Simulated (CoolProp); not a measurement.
Vapour-liquid equilibrium of p-xylene (1) + n-undecane (2) at 0.943 MPa; x and y are mole fractions of (1).

Values from CoolProp's multi-fluid Helmholtz-energy mixture model, Zhou 2012 and Aleksandrov 2011; pair parameters Bell 2016.

```json
[
 {"x": "0.05", "bubble temperature, mixture model (K)": "582.8", "bubble temperature, Raoult's law (K)": "581.4", "y, mixture model": "0.083", "y, Raoult's law": "0.121"},
 {"x": "0.2", "bubble temperature, mixture model (K)": "571.5", "bubble temperature, Raoult's law (K)": "567.7", "y, mixture model": "0.313", "y, Raoult's law": "0.402"},
 {"x": "0.35", "bubble temperature, mixture model (K)": "560.5", "bubble temperature, Raoult's law (K)": "556.0", "y, mixture model": "0.511", "y, Raoult's law": "0.598"},
 {"x": "0.5", "bubble temperature, mixture model (K)": "549.9", "bubble temperature, Raoult's law (K)": "545.9", "y, mixture model": "0.673", "y, Raoult's law": "0.740"},
 {"x": "0.65", "bubble temperature, mixture model (K)": "540.1", "bubble temperature, Raoult's law (K)": "537.0", "y, mixture model": "0.802", "y, Raoult's law": "0.844"},
 {"x": "0.8", "bubble temperature, mixture model (K)": "531.0", "bubble temperature, Raoult's law (K)": "529.2", "y, mixture model": "0.902", "y, Raoult's law": "0.923"},
 {"x": "0.95", "bubble temperature, mixture model (K)": "522.7", "bubble temperature, Raoult's law (K)": "522.3", "y, mixture model": "0.979", "y, Raoult's law": "0.983"}
]
```

The largest gap from Raoult's law is +4.5 K in bubble temperature, at x = 0.35. No azeotrope shows between x = 0.05 and 0.95.

The pair parameters rest on a limited set of measurements; away from them the model extrapolates.
